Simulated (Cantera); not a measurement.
Charge: 1 mol SiCl₄, 1.3 mol N₂, 0.85 mol H₂, held at 650 °C and 0.100 bar.

Equilibrium computed with Cantera from the NASA thermochemical tables; the gas is ideal and each condensed phase is pure. Candidate condensed phases: NH₄Cl, Si, Si₃N₄; 28 gas species. N₂ is the only nitrogen source here; it is nearly inert below about 1500 K, so the nitride shown seldom forms there in practice. The tables' values for SiCl₃ are old estimates; treat these amounts as uncertain. The numbers say what is thermodynamically allowed, not how fast it happens.

Base state: N₂ 0.353, HCl 0.297, SiCl₄ 0.235, H₂ 0.114, SiHCl₃ 0.000322, SiCl₃ 1.79e-5 (mole fractions); condensed: Si₃N₄(s).

**Question.** What changes in the equilibrium state with this change: SiCl₄ replaced by trisilylamine?

**Answer.** 
```tsv
species	before	after
H₂	0.114	1.00
N₂	0.353	<1e-9
HCl	0.297	0
SiCl₄	0.235	0
SiHCl₃	0.000322	0
SiCl₃	1.79e-5	0
Si₃N₄(s), mol	0.0800	0.900
Si(s), mol	0	0.300
```
The feed counts by its element totals alone.
